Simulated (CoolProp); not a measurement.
Saturation properties of R1336mzz(Z) (Tc = 444.5 K, pc = 2.904 MPa, ω = 0.386).

Model: reference Helmholtz-energy equation of state, McLinden 2020, in CoolProp.

```
T (K)  p (MPa)  vapour density (kg/m³)
-----  -------  ----------------------
277.7  0.03072                   2.233
295.2  0.06544                     ___
312.8      ___                     ___
330.3   0.2243                   14.73
347.8      ___                   24.20
365.4   0.5868                   38.34
382.9   0.8819                   59.06
400.4    1.278                   90.12
417.9    1.797                     ___
435.5    2.476                     ___
```

Question: Fill in the missing entries.

Answer: 
- 295.2, vapour density (kg/m³): 4.550
- 312.8, p (MPa): 0.1265
- 312.8, vapour density (kg/m³): 8.494
- 347.8, p (MPa): 0.3724
- 417.9, vapour density (kg/m³): 139.7
- 435.5, vapour density (kg/m³): 238.3

It boils at 306.6 K under 1 atm.
